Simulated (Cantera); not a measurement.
Cantera run, input and output.

```python
import numpy as np
import cantera as ct

surf = ct.Interface("diamond.yaml", "diamond_100")
gas, bulk = surf.adjacent["gas"], surf.adjacent["diamond"]
k = surf.kinetics_species_index(bulk.species_names[0])
cover = ["c6HH", "c6H*", "c6*H", "c6**", "c6HM", "c6B"]

rows, drift = [], 0.0
print(f"{'xH':>10s}{'um/h':>11s}" + "".join(f"{s:>11s}" for s in cover))
for v in [0.0001, 0.00025, 0.00061, 0.0015, 0.0037, 0.0093, 0.023, 0.057, 0.14]:
    T, P, xH, xCH3 = 1175, 15000, v, 0.00045
    gas.TPX = T, P, {"H": xH, "CH3": xCH3, "CH4": 0.0055, "H2": 1 - xH - xCH3 - 0.0055}
    surf.TP = bulk.TP = T, P
    surf.coverages = "c6H*:0.1, c6HH:0.9"
    surf.advance_coverages(100.0)
    before = surf.coverages
    surf.advance_coverages(100.0)
    drift = max(drift, np.max(np.abs(surf.coverages - before) / (surf.coverages + 1e-9)))
    rate = surf.net_production_rates[k] * bulk.mean_molecular_weight / bulk.density * 3.6e9
    rows.append([rate, *surf[cover].coverages])
    print(f"{v:10.4g}{rate:11.4e}" + "".join(f"{x:11.3e}" for x in rows[-1][1:]))
```

It prints:

```
        xH       um/h       c6HH       c6H*       c6*H       c6**       c6HM        c6B
    0.0001 1.6780e+00  5.877e-01  2.534e-02  3.410e-01  4.030e-03  2.162e-02  4.553e-09
   0.00025 4.7809e+00  5.076e-01  2.997e-02  4.033e-01  9.080e-03  2.693e-02  1.297e-08
   0.00061 1.1265e+01  4.670e-01  3.229e-02  4.343e-01  1.526e-02  2.890e-02  3.057e-08
    0.0015 2.2778e+01  4.505e-01  3.357e-02  4.511e-01  2.064e-02  2.582e-02  6.181e-08
    0.0037 3.8036e+01  4.475e-01  3.453e-02  4.631e-01  2.419e-02  1.833e-02  1.032e-07
    0.0093 5.2237e+01  4.495e-01  3.539e-02  4.719e-01  2.622e-02  1.025e-02  1.417e-07
     0.023 6.1294e+01  4.517e-01  3.622e-02  4.767e-01  2.727e-02  4.908e-03  1.663e-07
     0.057 6.6231e+01  4.528e-01  3.751e-02  4.781e-01  2.797e-02  2.148e-03  1.797e-07
      0.14 6.9311e+01  4.531e-01  4.021e-02  4.764e-01  2.878e-02  9.163e-04  1.881e-07
```

Model: the Harris–Goodwin 1993 mechanism for the reconstructed diamond (100) surface, integrated in Cantera.
